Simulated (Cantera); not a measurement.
An isothermal, constant-pressure homogeneous reactor starts with 0.297 % C2H6, 3.45 % O2, 95.9 % N2, 0.355 % CH4, equivalence ratio 0.51, at 1275 K and 5.00 bar.

Computed with Cantera and GRI-Mech 3.0 (53 species, 325 reactions). The temperature is held fixed by assumption; the heat of reaction is taken as removed at once.

x: mole fraction; the columns are a selection and need not sum to one.

```csv
t (s),x C2H6,x O2,x H,x N2O,x O,x NO
0.000200,0.00290,0.0345,6.32e-7,2.59e-10,1.77e-7,<1e-12
0.000619,0.000240,0.0294,1.50e-5,1.65e-8,5.70e-6,6.50e-10
0.00192,<1e-12,[?],[?],[?],[?],[?]
0.00593,<1e-12,0.0175,8.50e-7,1.11e-6,6.35e-6,5.73e-8
0.0184,<1e-12,0.0170,4.82e-8,1.32e-6,7.13e-7,6.69e-8
0.0568,<1e-12,0.0170,1.33e-9,1.17e-6,7.30e-8,7.55e-8
0.176,<1e-12,0.0170,5.45e-11,6.82e-7,1.40e-8,7.91e-8
0.545,<1e-12,0.0170,2.10e-11,[?],[?],7.97e-8
1.69,<1e-12,0.0170,1.83e-11,1.80e-8,6.56e-9,7.99e-8
5.22,<1e-12,0.0170,1.83e-11,1.75e-8,6.55e-9,8.00e-8
16.2,<1e-12,0.0170,1.83e-11,1.75e-8,6.55e-9,8.05e-8
50.0,<1e-12,0.0170,1.83e-11,1.75e-8,6.55e-9,8.19e-8
```

Problem. What belongs in the gaps?

Solution. 
- 0.00192, x O2: 0.0192
- 0.00192, x H: 6.34e-6
- 0.00192, x N2O: 5.30e-7
- 0.00192, x O: 3.15e-5
- 0.00192, x NO: 3.43e-8
- 0.545, x N2O: 1.32e-7
- 0.545, x O: 7.51e-9
